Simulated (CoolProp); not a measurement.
Properties of tetrahydrofuran along the isobar 63.9 bar (Tc = 267.0 °C, pc = 53.04 bar, ω = 0.234).

Model: reference Helmholtz-energy equation of state, Fiedler 2023, in CoolProp.

```
T (°C)   phase  density (kg/m³)  cv (kJ/(kg K))  speed of sound (m/s)  expansivity (1/kK)  fugacity coefficient
------  ------  ---------------  --------------  --------------------  ------------------  --------------------
-39.35  liquid            954.6           1.044                  1615               1.082              9.959e-5
-15.25  liquid            929.7           1.090                  1500               1.118             0.0005219
8.85    liquid            904.5           1.152                  1385               1.163              0.001964
32.95   liquid            878.9           1.226                  1273               1.219              0.005767
57.05   liquid            852.8           1.306                  1164               1.288               0.01401
81.15   liquid            825.9           1.391                  1059               1.374               0.02934
105.25  liquid            798.0           1.477                 958.8               1.482               0.05460
129.35  liquid            768.7           1.563                 861.2               1.625               0.09236
153.55  liquid            737.5           1.649                 764.9               1.819                0.1447
```
